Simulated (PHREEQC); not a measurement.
1 kg of water holding 0.088 mol NaCl and 0.13 mol CaCl2 is evaporated at 75 °C; the solids stay in contact with the brine. CO2 from the air is kept out. The run lets Halite, Portlandite precipitate or redissolve, and no other solid.

Base run: PHREEQC, Pitzer model, pitzer.dat. Each further column changes one thing. The table gives water activity.

```json
[
 {"H2O removed (mol)": "0", "base": "0.991", "temperature from 75 to 50 °C": "0.991", "temperature from 75 to 5 °C": "0.991"},
 {"H2O removed (mol)": "24.69", "base": "0.984", "temperature from 75 to 50 °C": "0.984", "temperature from 75 to 5 °C": "0.984"},
 {"H2O removed (mol)": "38.4", "base": "0.970", "temperature from 75 to 50 °C": "0.970", "temperature from 75 to 5 °C": "0.969"},
 {"H2O removed (mol)": "47.7", "base": "0.926", "temperature from 75 to 50 °C": "0.925", "temperature from 75 to 5 °C": "0.923"},
 {"H2O removed (mol)": "51.17", "base": "0.844", "temperature from 75 to 50 °C": "0.839", "temperature from 75 to 5 °C": "0.835"},
 {"H2O removed (mol)": "53.1", "base": "0.665", "temperature from 75 to 50 °C": "0.658", "temperature from 75 to 5 °C": "0.655"},
 {"H2O removed (mol)": "54.17", "base": "0.476", "temperature from 75 to 50 °C": "0.453", "temperature from 75 to 5 °C": "0.427"}
]
```

At this temperature some constants are extrapolated from 25 °C, and those without enthalpy data are left unchanged.
